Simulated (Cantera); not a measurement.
An adiabatic, constant-pressure homogeneous reactor starts with 8.62 % CO, 3.45 % H₂, 1.64 % CH₄, 11.4 % O₂, 74.9 % N₂, at 1200 K and 9.87 atm.

Cantera simulation using GRI-Mech 3.0 (53 species, 325 reactions); the numbers are that mechanism's predictions, not measurements.

Predict: time of steepest temperature rise; temperature at 0.300 s; equilibrium temperature; x(CO) at 0.300 s; x(H₂) at 0.300 s; x(N₂O) at 0.300 s; x(H) at 0.300 s.


- time of steepest temperature rise: 0.157 ms
- temperature at 0.300 s: 2388 K
- equilibrium temperature: 2388 K
- x(CO) at 0.300 s: 0.00457 (gas-phase equilibrium 0.00457)
- x(H₂) at 0.300 s: 0.000519 (gas-phase equilibrium 0.000519)
- x(N₂O) at 0.300 s: 1.04e-6 (gas-phase equilibrium 1.04e-6)
- x(H) at 0.300 s: 0.000109 (gas-phase equilibrium 0.000109)
